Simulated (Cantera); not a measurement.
Thermodynamics of silicon carbide growth, feed Si(CH₃)₄ + C₃H₈ + H₂

Input: 1 mol Si(CH₃)₄, 0.96 mol C₃H₈, 1.4 mol H₂, equilibrated at 1300 Pa.

Method: chemical equilibrium by Gibbs-energy minimisation in Cantera with the NASA 1993 tables (ideal gas, pure condensed phases). Candidate condensed phases: C, C₆H₆, C₇H₈, C₈H₁₈, Si, SiC; 87 gas species. Gases not in the tables: Si₂H₆ and higher silanes. Rates play no part.

```tsv
T (K)	x H₂	x H	x C₂H₂ (acetylene)	x Si	x CH₄	x SiH	x SiC₂	n C(graphite)	n SiC(s)
1273	1.000	6.25e-6	3.72e-7	3.56e-12	0.000122	3.92e-12	<1e-12	5.88	1.00
1373	1.000	2.92e-5	1.73e-6	1.26e-10	6.54e-5	8.20e-11	<1e-12	5.88	1.00
1473	1.000	0.000111	6.50e-6	2.76e-9	3.82e-5	1.13e-9	3.81e-12	5.88	1.00
1573	1.000	0.000357	2.06e-5	4.05e-8	2.38e-5	1.11e-8	1.28e-10	5.88	1.000
1673	0.999	0.000998	5.69e-5	4.29e-7	1.57e-5	8.27e-8	2.81e-9	5.88	1.000
1773	0.997	0.00249	0.000140	3.48e-6	1.09e-5	4.89e-7	4.32e-8	5.88	1.000
1873	0.994	0.00564	0.000310	2.25e-5	7.83e-6	2.39e-6	4.94e-7	5.87	1.000
1973	0.987	0.0118	0.000633	0.000120	5.79e-6	9.86e-6	4.38e-6	5.87	0.998
2073	0.975	0.0228	0.00120	0.000545	4.36e-6	3.53e-5	3.13e-5	5.86	0.992
```
x: gas mole fraction; n: condensed amount in mol.

From 1273 K to 2073 K the condensed part is C(graphite) + SiC(s).
